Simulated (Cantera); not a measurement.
Source: NASA polynomial tables (part measured, part estimated), evaluated in Cantera. Values are per mole of reaction as written; species without (g) are pure solids or liquids, kept so even where they would boil at 1 bar.

Question: Between 2125 and 2825 K, where is each reaction favourable under standard conditions?
- 2 O(g) + Nb → NbO2(g)

Answer: 
- 2 O(g) + Nb → NbO2(g): ΔG° is -475 kJ at 2125 K and -389 kJ at 2825 K; it stays negative (K > 1). ΔH° is -770 kJ and ΔS° -135 J/K at 2825 K.
